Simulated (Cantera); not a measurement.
A Cantera script and what it prints.

```python
import numpy as np
import cantera as ct

gas_names = """
    AL ALCL ALCL2 ALCL3 ALH ALN ALO ALOCL ALOH ALO2 ALO2H AL2 AL2CL6 AL2O AL2O2 CL CLO CL2 H HALO HCL
    HNO HNO2 HNO3 HOCL HO2 H2 H2O H2O2 N NH NH2 NH3 NH2OH NO NO2 NO3 N2 N2H2 N2H4 N2O O OH O2 O3
""".split()
cond_names = """
    AL(cr) AL(L) ALCL3(s) ALCL3(L) ALN(s) AL2O3(a) AL2O3(L) H2O(s) H2O(L) NH4CL(a) NH4CL(b)
""".split()


def load(file, names, dense=False):
    # The tables refer to 1 bar. Condensed volumes are neglected.
    table = {s.name: s for s in ct.Species.list_from_file(file)}
    out = []
    for n in names:
        d = dict(table[n].input_data)
        d["thermo"] = dict(d["thermo"], **{"reference-pressure": 1e5})
        if dense:
            d["equation-of-state"] = {"model": "constant-volume", "density": "1e6 g/cm^3"}
        out.append(ct.Species.from_dict(d))
    return out


gas = ct.Solution(thermo="ideal-gas", species=load("nasa_gas.yaml", gas_names))
cond = {s.name: ct.Solution(thermo="fixed-stoichiometry", species=[s], name=s.name)
        for s in load("nasa_condensed.yaml", cond_names, dense=True)}
atoms = {
    'AlCl3': {'AL': 1, 'CL': 3},
    'N2O': {'N': 2, 'O': 1},
    'H2': {'H': 2},
    'N2': {'N': 2},
}
top_T = {'ALN(s)': 2750}  # K; cautious upper limits of use, not melting points


def equilibrate(T, P, feed):
    n = {}
    for name, mol in feed.items():
        for a, k in atoms[name].items():
            n[a] = n.get(a, 0.0) + k * mol
    gas.TPX = T, P, n
    mass = sum(n.values()) * gas.mean_molecular_weight
    gas.equilibrate("TP")
    valid = [c for c in cond.values() if c.min_temp <= T <= top_T.get(c.name, c.max_temp)]
    mix = ct.Mixture([(gas, mass / gas.mean_molecular_weight)] + [(c, 0.0) for c in valid])
    mix.T, mix.P = T, P
    mix.equilibrate("TP", solver="vcs", rtol=1e-11, max_steps=5000)
    return mix


results = []
feed = {'AlCl3': 1, 'N2O': 12, 'H2': 11, 'N2': 6}  # mol
P = 1300  # Pa
for T in [1500, 1550, 1600, 1650, 1700, 1750, 1800, 1850, 1900]:
    mix = equilibrate(T, P, feed)
    results.append((T, P, feed, dict(zip(mix.species_names, mix.species_moles))))
    x = sorted(zip(gas.X, gas.species_names), reverse=True)
    print(f"T = {T:g} K  P = {P:g} Pa  gas = {mix.phase_moles(0):.4g} mol")
    print("   x: " + "  ".join(f"{s} {v:.3e}" for v, s in x if v > 1e-05))
    print("   condensed (mol): " + ("  ".join(f"{mix.phase(i).name} {mix.phase_moles(i):.4g}"
          for i in range(1, mix.n_phases) if mix.phase_moles(i) > 1e-12) or "none"))
```

It prints:

```
T = 1500 K  P = 1300 Pa  gas = 31.02 mol
   x: N2 5.802e-01  H2O 3.071e-01  HCL 9.485e-02  O2 1.548e-02  CL 1.845e-03  NO 2.850e-04  OH 2.115e-04  H2 4.096e-05  CL2 1.296e-05
   condensed (mol): AL2O3(a) 0.5
T = 1550 K  P = 1300 Pa  gas = 31.02 mol
   x: N2 5.801e-01  H2O 3.072e-01  HCL 9.434e-02  O2 1.530e-02  CL 2.345e-03  NO 3.591e-04  OH 3.215e-04  H2 7.871e-05  CL2 1.091e-05
   condensed (mol): AL2O3(a) 0.5
T = 1600 K  P = 1300 Pa  gas = 31.03 mol
   x: N2 5.799e-01  H2O 3.073e-01  HCL 9.373e-02  O2 1.510e-02  CL 2.931e-03  OH 4.757e-04  NO 4.452e-04  H2 1.455e-04  O 1.563e-05
   condensed (mol): AL2O3(a) 0.5
T = 1650 K  P = 1300 Pa  gas = 31.04 mol
   x: N2 5.797e-01  H2O 3.073e-01  HCL 9.303e-02  O2 1.488e-02  CL 3.608e-03  OH 6.868e-04  NO 5.442e-04  H2 2.594e-04  O 2.770e-05  H 1.283e-05
   condensed (mol): AL2O3(a) 0.5
T = 1700 K  P = 1300 Pa  gas = 31.05 mol
   x: N2 5.794e-01  H2O 3.072e-01  HCL 9.222e-02  O2 1.464e-02  CL 4.380e-03  OH 9.698e-04  NO 6.567e-04  H2 4.475e-04  O 4.744e-05  H 2.734e-05
   condensed (mol): AL2O3(a) 0.5
T = 1750 K  P = 1300 Pa  gas = 31.07 mol
   x: N2 5.790e-01  H2O 3.070e-01  HCL 9.131e-02  O2 1.440e-02  CL 5.251e-03  OH 1.342e-03  NO 7.834e-04  H2 7.485e-04  O 7.873e-05  H 5.581e-05
   condensed (mol): AL2O3(a) 0.5
T = 1800 K  P = 1300 Pa  gas = 31.09 mol
   x: N2 5.786e-01  H2O 3.065e-01  HCL 9.027e-02  O2 1.418e-02  CL 6.222e-03  OH 1.823e-03  H2 1.216e-03  NO 9.254e-04  O 1.271e-04  H 1.095e-04
   condensed (mol): AL2O3(a) 0.5
T = 1850 K  P = 1300 Pa  gas = 31.11 mol
   x: N2 5.780e-01  H2O 3.057e-01  HCL 8.911e-02  O2 1.400e-02  CL 7.300e-03  OH 2.435e-03  H2 1.921e-03  NO 1.084e-03  H 2.071e-04  O 2.001e-04
   condensed (mol): AL2O3(a) 0.5
T = 1900 K  P = 1300 Pa  gas = 31.15 mol
   x: N2 5.772e-01  H2O 3.045e-01  HCL 8.780e-02  O2 1.391e-02  CL 8.491e-03  OH 3.205e-03  H2 2.950e-03  NO 1.263e-03  H 3.780e-04  O 3.086e-04
   condensed (mol): AL2O3(a) 0.5
```

Cantera equilibrium calculation (NASA polynomials, part measured and part estimated; ideal gas, pure solids and liquids).
